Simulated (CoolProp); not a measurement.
Properties of R407C along the isotherm 362.5 K (Tc = 359.3 K, pc = 4.632 MPa, ω = 0.363).

Computed with CoolProp (reference Helmholtz-energy equation of state, Lemmon 2003). It is a pseudo-pure fit of the blend.

```csv
p (MPa),phase,density (kg/m³),cp (kJ/(kg K)),isothermal compressibility (1/MPa),viscosity (µPa s)
0.0366,gas,1.050,0.9272,27.40,15.0
0.0537,gas,1.542,0.9284,18.70,15.0
0.0789,gas,2.270,0.9301,12.75,15.0
0.116,gas,3.348,0.9327,8.699,15.0
0.17,gas,4.927,0.9366,5.962,15.0
0.249,gas,7.262,0.9424,4.096,15.0
0.366,gas,10.78,0.9514,2.814,15.0
0.537,gas,16.04,0.9651,1.947,15.0
0.789,gas,24.09,0.9870,1.356,15.1
1.16,gas,36.64,1.024,0.9580,15.2
1.7,gas,56.75,1.089,0.6971,15.6
2.49,gas,91.50,1.229,0.5383,16.6
3.66,gas,165.0,1.705,0.5039,19.3
5.37,supercritical,692.3,4.348,0.2663,56.5
7.89,supercritical,852.8,2.036,0.03660,78.9
11.6,supercritical,932.8,1.710,0.01692,93.4
```

The peak of cp marks the crossing from liquid-like to gas-like fluid above the critical point.

Viscosity comes from a separate model (Geller 2000).
